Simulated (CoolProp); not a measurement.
Vapour pressure (MPa) of R1336mzz(E): the reference equation beside estimates from Tc = 403.5 K, pc = 2.779 MPa, ω = 0.413. Clausius-Clapeyron is anchored at 271 K with a constant enthalpy of vaporisation of 26.01 kJ/mol.

The numbers come from the reference Helmholtz-energy equation of state, Akasaka 2023 in CoolProp.

```tsv
T (K)	reference	Lee-Kesler	Clausius-Clapeyron	Redlich-Kwong
244.9	0.01781	0.01774	0.01936	0.06409
253.6	0.02866	0.02854	0.03001	0.09108
262.3	0.04434	0.04419	0.04518	0.1258
271	0.06626	0.06613	0.06626	0.1695
279.6	0.09562	0.09558	0.09450	0.2228
288.3	0.1349	0.1350	0.1324	0.2880
297	0.1857	0.1861	0.1820	0.3659
305.7	0.2503	0.2509	0.2456	0.4577
314.4	0.3308	0.3317	0.3260	0.5646
323.1	0.4297	0.4308	0.4262	0.6876
331.8	0.5496	0.5508	0.5493	0.8280
340.4	0.6914	0.6925	0.6970	0.9849
```

Absolute difference from the reference over all 12 rows, mean and median: Lee-Kesler 0.2 and 0.2 %, Clausius-Clapeyron 2.1 and 1.7 %, Redlich-Kwong 122.3 and 105.3 %.
